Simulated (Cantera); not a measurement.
Charge: 1 mol Si₃N₄, 0.0058 mol O₂, 18 mol N₂.

These are equilibrium values from Cantera (NASA tables, ideal gas, pure condensed phases), not measurements of a reactor. Candidate condensed phases: Si, SiO₂, Si₂N₂O, Si₃N₄; 16 gas species. Mutual solubility and eutectic melting of coexisting phases are not modelled. The numbers say what is thermodynamically allowed, not how fast it happens.

Stable condensed phases, one row left out:

```
T in K \ P in Pa
            0.10    0.60     3.6      22     130     770    4600   28000  170000 1000000
   1773        A       A       B       B       B       C       C       D       D       D
   1748        A       A       B       B       B       C       C       D       D       D
   1723        A       A       B       B       B       C       C       D       D       D
   1698        A       B       B       B       B       C       D       D       D       D
   1673        A       B       B       B       C       C       D       D       D       D
   1648        A       B       B       B       C       C       D       D       D       D
   1623        A       B       B       B       C       C       D       D       D       D
   1598        B       B       B       B       C       D       D       D       D       D
   1573        B       B       B       C       C       D       D       D       D       D
   1548        B       B       B       C       C       D       D       D       D       D
   1498        B       B       B       C       D       D       D       D       D       D
```

A: gas only; B: Si; C: Si₃N₄; D: Si₂N₂O + Si₃N₄.

Problem. Give the row for 1523 K.

Solution. 0.10: Si; 0.60: Si; 3.6: Si; 22: Si₃N₄; 130: Si₂N₂O + Si₃N₄; 770: Si₂N₂O + Si₃N₄; 4600: Si₂N₂O + Si₃N₄; 28000: Si₂N₂O + Si₃N₄; 170000: Si₂N₂O + Si₃N₄; 1000000: Si₂N₂O + Si₃N₄.
